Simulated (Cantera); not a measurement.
# CH3SiH3 + CH4 + H2 (silicon carbide growth)

Feed: 1 mol CH3SiH3, 1.4 mol CH4, 1100 mol H2, held at 1273.15 K.

Method: chemical equilibrium by Gibbs-energy minimisation in Cantera with the NASA 1993 tables (ideal gas, pure condensed phases). Candidate condensed phases: C, C6H6, C7H8, C8H18, Si, SiC; 87 gas species. The feed counts by its element totals alone. The numbers say what is thermodynamically allowed, not how fast it happens.

```csv
P (Pa),x H2,x CH4,x H,x C2H2 (acetylene),n C(graphite),n SiC(s)
100,1.000,9.38e-6,2.26e-5,3.73e-7,1.39,1.00
320,1.000,3.00e-5,1.26e-5,3.73e-7,1.37,1.00
1000,1.000,9.38e-5,7.15e-6,3.72e-7,1.30,1.00
3200,1.000,0.000300,4.00e-6,3.72e-7,1.07,1.00
10000,0.999,0.000937,2.26e-6,3.72e-7,0.364,1.00
32000,0.999,0.00127,1.26e-6,6.66e-8,0,1.000
100000,0.999,0.00127,7.14e-7,6.82e-9,0,1.000
```
x: gas mole fraction; n: condensed amount in mol.

From 1.00 mbar to 0.100 bar the condensed part is C(graphite) + SiC(s). From 0.320 bar to 1.00 bar the condensed part is SiC(s).
